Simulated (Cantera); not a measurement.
Feed: 1 mol MgO, 3.8 mol CO, equilibrated at 1448.15 K.

Cantera equilibrium calculation (NASA polynomials, part measured and part estimated; ideal gas, pure solids and liquids). Candidate condensed phases: C, Mg, MgCO₃, MgO; 15 gas species. Rates play no part.

x: gas mole fraction; n: condensed amount in mol.

```
P (Pa)    x CO     x CO₂      x Mg  n MgO(s)  n C(graphite)
-------  -----  --------  --------  --------  -------------
10       0.998   0.00103   0.00103     0.996              0
68       0.999  0.000393  0.000393     0.999              0
460      1.000  0.000151  0.000151     0.999              0
3200     1.000   5.74e-5   5.74e-5     1.000              0
22000    1.000  0.000235   2.04e-6     1.000            [?]
150000   0.998   0.00160   4.39e-8      1.00            [?]
1000000  0.990    0.0105  9.97e-10      1.00            [?]
```

Question: Complete the blanks.

Answer: 
- 22000, n C(graphite): 0.000884
- 150000, n C(graphite): 0.00606
- 1000000, n C(graphite): 0.0393
